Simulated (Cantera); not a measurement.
What does this Cantera script print?

```python
import numpy as np
import cantera as ct

gas_names = """
    TiCL4 CH4 H CH3CL TiCL3 CH2CL2 C2H6
""".split()
cond_names = """
    Ti(a) Ti(b) Ti(L) C(gr)
""".split()


# ... load() reads the species with a 1 bar reference pressure and builds the phases ...
species = {s.name: s for s in load("nasa_gas.yaml", gas_names) + load("nasa_condensed.yaml", cond_names)}
# Each term lists the table entries of one substance; the one whose range holds T is used.
reactions = {
    'TiCl4(g) + 4 CH4(g) = Ti + 4 H(g) + 4 CH3Cl(g)':
        [(-1, ['TiCL4']), (-4, ['CH4']), (1, ['Ti(a)', 'Ti(b)', 'Ti(L)']), (4, ['H']), (4, ['CH3CL'])],
    '6 TiCl3(g) + 3 CH2Cl2(g) = C + C2H6(g) + 6 TiCl4(g)':
        [(-6, ['TiCL3']), (-3, ['CH2CL2']), (1, ['C(gr)']), (1, ['C2H6']), (6, ['TiCL4'])],
}


def pick(names, T):
    return next(species[n] for n in names if species[n].thermo.min_temp <= T <= species[n].thermo.max_temp)


results = []
for label, terms in reactions.items():
    print(label)
    print("     T/K   dH/kJ  dS/(J/K)   dG/kJ   log10 K")
    for T in [650, 700, 750, 800, 850]:
        used = [(nu, pick(names, T)) for nu, names in terms]
        dH = sum(nu * s.thermo.h(T) for nu, s in used) / 1e6
        dS = sum(nu * s.thermo.s(T) for nu, s in used) / 1e3
        dG = dH - T * dS / 1e3
        logK = -dG * 1e6 / (ct.gas_constant * T * np.log(10))
        results.append((label, T, dH, dS, dG, logK, [s.name for _, s in used]))
        print(f"{T:8g} {dH:8.1f} {dS:8.1f} {dG:8.1f} {logK:8.2f}")
```

Result:

```
TiCl4(g) + 4 CH4(g) = Ti + 4 H(g) + 4 CH3Cl(g)
     T/K   dH/kJ  dS/(J/K)   dG/kJ   log10 K
     650   1619.8    357.4   1387.5  -111.50
     700   1621.8    360.3   1369.6  -102.20
     750   1623.7    363.0   1351.5   -94.13
     800   1625.6    365.4   1333.3   -87.05
     850   1627.4    367.6   1315.0   -80.81
6 TiCl3(g) + 3 CH2Cl2(g) = C + C2H6(g) + 6 TiCl4(g)
     T/K   dH/kJ  dS/(J/K)   dG/kJ   log10 K
     650  -1132.1   -327.3   -919.3    73.88
     700  -1131.4   -326.3   -903.0    67.38
     750  -1130.8   -325.4   -886.7    61.75
     800  -1130.1   -324.6   -870.4    56.83
     850  -1129.5   -323.8   -854.2    52.49
```

Source: NASA polynomial tables (part measured, part estimated), evaluated in Cantera. Condensed species are held in their standard states even where they would react or evaporate.
